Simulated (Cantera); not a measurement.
Feed: 1 mol SiO₂, 5 mol CH₄, 7.3 mol N₂, at 2302 °C and 0.0133 bar.

Cantera equilibrium calculation (NASA polynomials, part measured and part estimated; ideal gas, pure solids and liquids). Candidate condensed phases: C, C₆H₆, C₇H₈, C₈H₁₈, H₂O, Si, SiC, SiO₂, Si₂N₂O, Si₃N₄; 151 gas species. The tables' values for SiN are old estimates; treat these amounts as uncertain. Gases not in the tables: Si₂H₆ and higher silanes. Equilibrium is a limit: real reactors are often held back by kinetics, nucleation or transport.

Base state: H₂ 0.341, N₂ 0.312, H 0.175, CO 0.0896, Si 0.0316, HCN 0.0277, SiC₂ 0.0101, C₂H₂ (acetylene) 0.00502 (mole fractions); condensed: C(graphite).

Q: What changes in the equilibrium state with this change: SiO₂ replaced by Fe₃O₄?

A: 
```
species             before   after
----------------  --------  ------
H₂                   0.341   0.282
N₂                   0.312   0.263
H                    0.175   0.159
Fe                       0   0.114
CO                  0.0896   0.151
Si                  0.0316       0
SiC₂                0.0101       0
HCN                 0.0277  0.0231
Si₂C              0.000989       0
SiH               0.000505       0
SiO               0.000422       0
SiN               0.000184       0
C(graphite), mol      1.58  0.0450
```
Further candidate phases: Fe, Fe(CO)₅, FeO, Fe(OH)₂, Fe(OH)₃, Fe₂O₃, Fe₃O₄.

Q: What changes in the equilibrium state with this change: temperature from 2302 °C to 1075 °C?

A: 
```
species             before     after
----------------  --------  --------
H₂                   0.341     0.546
N₂                   0.312     0.372
CO                  0.0896    0.0820
H                    0.175   1.48e-5
Si                  0.0316     <1e-9
SiC₂                0.0101     <1e-9
HCN                 0.0277  0.000144
SiO               0.000422   2.75e-6
Si₂C              0.000989     <1e-9
CN                0.000913     <1e-9
SiH               0.000505     <1e-9
C₂H               0.000216     <1e-9
C(graphite), mol      1.58      3.50
Si₂N₂O(s), mol           0     0.500
```
N₂ is the only nitrogen source here; it is nearly inert below about 1500 K, so the nitride shown seldom forms there in practice.
